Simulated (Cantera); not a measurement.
Feed: 1 mol C3H6, 0.63 mol O2, 0.036 mol NH3, equilibrated at 88.0 mbar.

Method: chemical equilibrium by Gibbs-energy minimisation in Cantera with the NASA 1993 tables (ideal gas, pure condensed phases). Candidate condensed phases: C, C6H6, C7H8, C8H18, H2O; 136 gas species. The numbers say what is thermodynamically allowed, not how fast it happens.

log p: log10 of the partial pressure in bar; n: condensed amount in mol.

| T (K) | log p H2 | log p CO | log p H | log p C2H2 (acetylene) | log p N2 | log p HCN | log p HNC | n C(graphite) |
|---|---|---|---|---|---|---|---|---|
| 1400 | -1.21 | -1.59 | -5.92 | -6.81 | -3.44 | -5.63 | -7.55 | 1.74 |
| 1500 | -1.21 | -1.59 | -5.36 | -6.25 | -3.44 | -5.30 | -7.07 | 1.74 |
| 1600 | -1.21 | -1.59 | -4.87 | -5.77 | -3.44 | -5.01 | -6.65 | 1.74 |
| 1700 | -1.21 | -1.59 | -4.44 | -5.34 | -3.45 | -4.76 | -6.29 | 1.74 |
| 1800 | -1.21 | -1.59 | -4.05 | -4.96 | -3.46 | -4.54 | -5.96 | 1.74 |
| 1900 | -1.21 | -1.59 | (withheld) | (withheld) | -3.47 | (withheld) | (withheld) | 1.74 |
| 2000 | -1.21 | -1.59 | -3.39 | -4.32 | -3.48 | -4.18 | -5.42 | 1.73 |
| 2100 | -1.21 | -1.59 | -3.11 | -4.05 | -3.50 | -4.03 | -5.20 | 1.73 |
| 2200 | -1.22 | -1.60 | -2.86 | -3.81 | -3.53 | -3.90 | -5.00 | 1.72 |
| 2300 | -1.22 | -1.60 | (withheld) | (withheld) | -3.57 | (withheld) | (withheld) | 1.71 |
| 2400 | -1.23 | -1.60 | -2.42 | -3.39 | -3.61 | -3.69 | -4.67 | 1.69 |
| 2500 | -1.25 | -1.61 | -2.22 | -3.22 | -3.67 | -3.61 | -4.54 | 1.66 |

**Question.** Fill in the missing entries.

**Answer.** 
- 2300, log p H: -2.63
- 2300, log p C2H2 (acetylene): -3.59
- 2300, log p HCN: -3.78
- 2300, log p HNC: -4.82
- 1900, log p H: -3.70
- 1900, log p C2H2 (acetylene): -4.63
- 1900, log p HCN: -4.35
- 1900, log p HNC: -5.68
